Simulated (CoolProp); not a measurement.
A simple Rankine cycle with fluoroethane (R161): condensing at 300.15 K, boiler at 4.18 MPa, turbine inlet 370.7 K, turbine efficiency 0.85, pump efficiency 0.6, no recuperator. Each further row changes one setting.

Model: reference Helmholtz-energy equation of state, Wu 2012, in CoolProp.

| case | thermal efficiency (%) | net work (kJ/kg) | heat in (kJ/kg) | turbine exit temperature (K) | volume ratio over the turbine |
|---|---|---|---|---|---|
| as stated | ___ | 38.9 | 347 | 300.2 | 4.78 |
| turbine inlet 390.7 K | ___ | 49.5 | ___ | ___ | 4.32 |
| condensing temperature 292.15 K | 12.6 | 45.8 | 365 | 292.2 | 5.95 |
| boiler pressure 2.93 MPa | 9.8 | 39.2 | 399 | ___ | ___ |
| turbine efficiency 0.75 | 9.6 | 33.4 | 347 | 300.2 | ___ |

Task: Complete the blanks.

Result: 
- as stated, thermal efficiency (%): 11.2
- turbine inlet 390.7 K, thermal efficiency (%): 12.2
- turbine inlet 390.7 K, heat in (kJ/kg): 407
- turbine inlet 390.7 K, turbine exit temperature (K): 313.5
- boiler pressure 2.93 MPa, turbine exit temperature (K): 314.8
- boiler pressure 2.93 MPa, volume ratio over the turbine: 2.97
- turbine efficiency 0.75, volume ratio over the turbine: 4.87

The expansion ends wet for: as stated; condensing temperature 292.15 K; turbine efficiency 0.75.
